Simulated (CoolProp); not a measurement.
The numbers come from the reference Helmholtz-energy equation of state, Lemmon 2006 in CoolProp. It is a short technical equation, of lower accuracy than the large ones.

Problem. Give the vapour pressure (kPa), liquid density (kg/m³), vapour Z of saturated R141b at 277.4, 323 K.

Solution. 
```tsv
T (K)	p (kPa)	liquid density (kg/m³)	vapour Z
277.4	34.0	1270	0.981
323	182	1180	0.942
```
